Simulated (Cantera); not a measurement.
## Transport properties of process gases

Gas mixture: N2 : N2O = 0.56 : 0.55 (molar parts), at 60.0 Torr, frozen composition.

Cantera's kinetic-theory transport with the Lennard-Jones parameters of GRI-Mech 3.0, ideal gas; thermal conductivity in the multicomponent form.

```tsv
T (K)	ρ (kg/m³)	cp (J/kg/K)	μ (µPa s)	λ (mW/m/K)	Pr	D (cm²/s) H2O	D (cm²/s) H	D (cm²/s) CH4
400	0.0865	1000	20.7	28.8	0.720	4.26	23.2	4.14
500	0.0692	1049	24.8	35.9	0.724	6.54	34.4	6.16
600	0.0576	1091	28.4	42.7	0.726	9.21	47.3	8.46
700	0.0494	1129	31.8	49.4	0.727	12.2	61.7	11.0
800	0.0432	1164	35.0	55.9	0.728	15.6	77.5	13.9
900	0.0384	1195	38.0	62.4	0.728	19.3	94.7	16.9
```
D: mixture-averaged diffusion coefficient of that species in the mixture.
